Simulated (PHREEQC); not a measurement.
Solution (20 °C): 0.0055 mol/kgw Pb(NO3)2, 0.0038 mol/kgw NaNO3 and 0.00011 mol/kgw Na2SO4. Closed to the air; pH follows from the charge balance.

The numbers come from PHREEQC with the ion-association model, wateq4f.dat.

```
quantity                  before    after
------------------------  ------  -------
pH                          5.09     7.08
ionic strength (mol/kgw)  0.0192  0.00413
NO3- (mol/kgw)            0.0142  0.00380
```

Task: What was changed between the two runs?
A) Pb(NO3)2 left out
B) Na2SO4 from 0.00011 to 1.1e-05 mol/kgw
C) Na2SO4 left out
D) Na2SO4 from 0.00011 to 2.2e-05 mol/kgw
E) NaNO3 from 0.0038 to 0.038 mol/kgw

Result: A, Pb(NO3)2 left out

This is a speciation only: nothing precipitates in the calculation. Some of these states are supersaturated (in Anglesite, Larnakite, for instance).
